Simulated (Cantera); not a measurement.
What does this Cantera script print?

```python
import numpy as np
import cantera as ct

gas_names = """
    C CH CH2 CH3 CH2OH CH3O CH4 CH3OH CO CO2 COOH C2 C2H CHCO,ketyl C2H2,acetylene C2H2,vinylidene
    CH2CO,ketene C2H3,vinyl CH3CO,acetyl C2H4 C2H4O,ethylen CH3CHO,ethanal CH3COOH (HCOOH)2 C2H5 C2H6
    CH3OCH3 C2H5OH C2O C3 C3H3,propargyl C3H4,allene C3H4,propyne C3H4,cyclo- C3H5,allyl C3H6,propylene
    C3H6,cyclo- C3H6O C3H7,n-propyl C3H7,i-propyl C3H8 C3H8O,1propanol C3H8O,2propanol C3O2 C4 C4H2
    C4H4,1,3-cyclo- C4H6,butadiene C4H6,2-butyne C4H6,cyclo- C4H8,1-butene C4H8,cis2-buten
    C4H8,tr2-butene C4H8,isobutene C4H8,cyclo- (CH3COOH)2 C4H9,n-butyl C4H9,i-butyl C4H9,s-butyl
    C4H9,t-butyl C4H10,isobutane C4H10,n-butane C5 C5H6,1,3cyclo- C5H8,cyclo- C5H10,1-pentene
    C5H10,cyclo- C5H11,pentyl C5H11,t-pentyl C5H12,n-pentane C5H12,i-pentane CH3C(CH3)2CH3 C6H2
    C6H5,phenyl C6H5O,phenoxy C6H6 C6H5OH,phenol C6H10,cyclo- C6H12,1-hexene C6H12,cyclo- C6H13,n-hexyl
    C7H7,benzyl C7H8 C7H8O,cresol C7H14,1-heptene C7H15,n-heptyl C7H16,n-heptane C8H8,styrene
    C8H10,ethylbenz C8H16,1-octene C8H17,n-octyl C8H18,isooctane C8H18,n-octane C9H19,n-nonyl
    C10H8,naphthale C10H21,n-decyl C12H9,o-bipheny C12H10,bipheny H HCO HO2 H2 HCHO,formaldehy HCOOH H2O
    H2O2 O OH O2 O3
""".split()
cond_names = """
    C(gr) C6H6(L) C7H8(L) C8H18(L),n-octa H2O(s) H2O(L)
""".split()


def load(file, names, dense=False):
    # The tables refer to 1 bar. Condensed volumes are neglected.
    table = {s.name: s for s in ct.Species.list_from_file(file)}
    out = []
    for n in names:
        d = dict(table[n].input_data)
        d["thermo"] = dict(d["thermo"], **{"reference-pressure": 1e5})
        if dense:
            d["equation-of-state"] = {"model": "constant-volume", "density": "1e6 g/cm^3"}
        out.append(ct.Species.from_dict(d))
    return out


gas = ct.Solution(thermo="ideal-gas", species=load("nasa_gas.yaml", gas_names))
cond = {s.name: ct.Solution(thermo="fixed-stoichiometry", species=[s], name=s.name)
        for s in load("nasa_condensed.yaml", cond_names, dense=True)}
atoms = {
    'toluene': {'C': 7, 'H': 8},
    'CO2': {'C': 1, 'O': 2},
}
top_T = {'C(gr)': 4500}  # K; cautious upper limits of use, not melting points


def equilibrate(T, P, feed):
    n = {}
    for name, mol in feed.items():
        for a, k in atoms[name].items():
            n[a] = n.get(a, 0.0) + k * mol
    gas.TPX = T, P, n
    mass = sum(n.values()) * gas.mean_molecular_weight
    gas.equilibrate("TP")
    valid = [c for c in cond.values() if c.min_temp <= T <= top_T.get(c.name, c.max_temp)]
    mix = ct.Mixture([(gas, mass / gas.mean_molecular_weight)] + [(c, 0.0) for c in valid])
    mix.T, mix.P = T, P
    mix.equilibrate("TP", solver="vcs", rtol=1e-11, max_steps=5000)
    return mix


results = []
feed = {'toluene': 1, 'CO2': 3.6}  # mol
T = 1148  # K
for P in [10, 160, 2500, 40000, 630000, 10000000]:
    mix = equilibrate(T, P, feed)
    results.append((T, P, feed, dict(zip(mix.species_names, mix.species_moles))))

top = {s: max(r[3][s] / sum(r[3][g] for g in gas_names) for r in results) for s in gas_names}
cols = sorted((s for s in top if top[s] > 0.0001), key=lambda s: -top[s])[:6]
seen = [c for c in cond_names if any(r[3].get(c, 0) > 1e-12 for r in results)]
print("log10 of partial pressures in bar; condensed amounts in mol")
print(f"{'P/Pa':>10s}" + "".join(f"{s[:9]:>10s}" for s in cols + seen))
for T, P, feed, n in results:
    ng = sum(n[g] for g in gas_names)
    print(f"{P:10.4g}" + "".join(f"{np.log10(max(n[s] / ng * P / 1e5, 1e-99)):10.3f}" for s in cols)
          + "".join(f"{n.get(c, 0):10.4g}" for c in seen))
```

Output:

```
log10 of partial pressures in bar; condensed amounts in mol
      P/Pa        CO        H2       CO2       H2O       CH4     C(gr)
        10    -4.192    -4.447    -9.774    -9.957   -10.518       3.4
       160    -2.988    -3.243    -7.366    -7.549    -8.110       3.4
      2500    -1.794    -2.049    -4.979    -5.162    -5.722     3.407
     4e+04    -0.596    -0.848    -2.583    -2.763    -3.320     3.507
   6.3e+05     0.527     0.310    -0.336    -0.481    -1.004      4.48
     1e+07     1.406     1.258     1.422     1.346     0.892     6.323
```

Equilibrium computed with Cantera from the NASA thermochemical tables; the gas is ideal and each condensed phase is pure. The ideal-gas law is rough above about 30 bar.
